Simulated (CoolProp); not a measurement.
Properties of dimethyl carbonate along the isotherm 292.25 °C (Tc = 283.9 °C, pc = 4.909 MPa, ω = 0.346).

Values from CoolProp's reference Helmholtz-energy equation of state, Zhou 2011.

```tsv
p (MPa)	phase	Z	cv (kJ/(kg K))	speed of sound (m/s)	Joule-Thomson coefficient (K/MPa)	isothermal compressibility (1/MPa)
0.155	gas	0.9896	[?]	[?]	6.373	6.520
0.242	gas	0.9837	1.711	231.1	[?]	4.202
0.376	gas	0.9745	1.713	229.2	6.512	2.730
0.586	gas	0.9599	[?]	226.1	6.653	1.780
0.912	gas	0.9366	1.720	221.2	6.892	1.174
1.42	gas	[?]	1.727	213.1	7.321	0.7896
2.21	gas	0.8349	1.742	199.3	8.171	0.5550
3.44	gas	0.7162	1.773	173.0	10.23	0.4450
5.36	supercritical	0.3671	1.955	116.0	14.41	1.306
8.35	supercritical	0.2716	1.830	274.9	1.732	0.03961
13	supercritical	0.3789	1.815	384.1	0.6890	0.01523
20.2	supercritical	0.5447	1.810	488.4	0.2547	0.008012
31.5	supercritical	0.7932	1.812	599.7	0.01633	0.004708
49.1	supercritical	1.159	1.818	723.2	-0.1264	0.002925
```

### Question
What belongs in the gaps?

### Answer

- 0.155, cv (kJ/(kg K)): 1.710
- 0.155, speed of sound (m/s): 232.4
- 0.242, Joule-Thomson coefficient (K/MPa): 6.427
- 0.586, cv (kJ/(kg K)): 1.715
- 1.42, Z: 0.8987
